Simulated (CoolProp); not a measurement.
Saturated liquid density (kg/m³) of isopentane: the reference equation beside estimates from Tc = 460.3 K, pc = 33.78 bar, ω = 0.227.

Computed with CoolProp (reference Helmholtz-energy equation of state, Lemmon 2006). It is a short technical equation, of lower accuracy than the large ones.

| T (K) | reference | van der Waals | Soave-Redlich-Kwong | Peng-Robinson |
|---|---|---|---|---|
| 273.9 | 639.0 | 393.9 | 595.0 | 671.5 |
| 278.8 | 634.2 | 391.0 | 590.6 | 666.7 |
| 283.7 | 629.4 | 388.1 | 586.0 | 661.8 |
| 288.6 | 624.6 | 385.2 | 581.3 | 656.7 |
| 293.6 | 619.6 | 382.1 | 576.4 | 651.4 |
| 298.5 | 614.6 | 379.1 | 571.4 | 646.0 |
| 303.4 | 609.6 | 376.0 | 566.4 | 640.5 |
| 308.3 | 604.5 | 372.8 | 561.2 | 634.9 |
| 313.2 | 599.3 | 369.6 | 555.8 | 629.1 |
| 318.1 | 594.1 | 366.3 | 550.4 | 623.0 |
| 323 | 588.8 | 362.9 | 544.7 | 616.9 |
| 327.9 | 583.4 | 359.5 | 538.9 | 610.5 |
| 332.8 | 577.9 | 356.0 | 533.0 | 603.9 |

Absolute difference from the reference over all 13 rows, mean and median: van der Waals 38.3 and 38.3 %, Soave-Redlich-Kwong 7.2 and 7.1 %, Peng-Robinson 5.0 and 5.1 %.
